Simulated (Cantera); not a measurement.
An isothermal, constant-pressure homogeneous reactor starts with CH₄ : H₂O = 1 : 3.4 (molar parts), at 1450 K and 0.133 bar. Integrator tolerance rtol = 1e-08.

Computed with Cantera and GRI-Mech 3.0 (53 species, 325 reactions).

Problem. What does this change do: temperature 1450 to 1748 K?

Solution. 
| quantity | before | after |
|---|---|---|
| x(CH₄) at 60.0 s | 0.0256 (gas-phase equilibrium 6.52e-9) | 2.13e-10 (gas-phase equilibrium 2.69e-10) |
| x(H₂O) at 60.0 s | 0.446 (gas-phase equilibrium 0.340) | 0.349 (gas-phase equilibrium 0.349) |
| x(O₂) at 60.0 s | 4.53e-12 (gas-phase equilibrium 3.12e-12) | 4.07e-9 (gas-phase equilibrium 4.07e-9) |
| x(C₂H₄) at 60.0 s | 0.000548 (gas-phase equilibrium <1e-12) | <1e-12 (gas-phase equilibrium <1e-12) |
| x(C₂H₆) at 60.0 s | 2.50e-6 (gas-phase equilibrium <1e-12) | <1e-12 (gas-phase equilibrium <1e-12) |
| x(OH) at 60.0 s | 4.20e-7 (gas-phase equilibrium 3.00e-7) | 1.83e-5 (gas-phase equilibrium 1.83e-5) |

Problem. What does this change do: CH4 1 to 0.42 parts?

Solution. 
```json
[
 {"quantity": "x(CH₄) at 60.0 s", "before": "0.0256 (gas-phase equilibrium 6.52e-9)", "after": "0.0133 (gas-phase equilibrium 3.56e-10)"},
 {"quantity": "x(H₂O) at 60.0 s", "before": "0.446 (gas-phase equilibrium 0.340)", "after": "0.650 (gas-phase equilibrium 0.599)"},
 {"quantity": "x(O₂) at 60.0 s", "before": "4.53e-12 (gas-phase equilibrium 3.12e-12)", "after": "3.20e-11 (gas-phase equilibrium 2.54e-11)"},
 {"quantity": "x(C₂H₄) at 60.0 s", "before": "0.000548 (gas-phase equilibrium <1e-12)", "after": "8.58e-5 (gas-phase equilibrium <1e-12)"},
 {"quantity": "x(C₂H₆) at 60.0 s", "before": "2.50e-6 (gas-phase equilibrium <1e-12)", "after": "1.11e-6 (gas-phase equilibrium <1e-12)"},
 {"quantity": "x(OH) at 60.0 s", "before": "4.20e-7 (gas-phase equilibrium 3.00e-7)", "after": "7.68e-7 (gas-phase equilibrium 6.72e-7)"}
]
```
